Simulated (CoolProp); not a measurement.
Model: reference Helmholtz-energy equation of state, Thol 2022, in CoolProp.

**Question.** For vinyl chloride, give the phase and the density (kg/m³), speed of sound (m/s) at -10.55 °C and 21.5 MPa.

**Answer.** 
- -10.55 °C and 21.5 MPa: liquid; density 993, speed of sound 1150
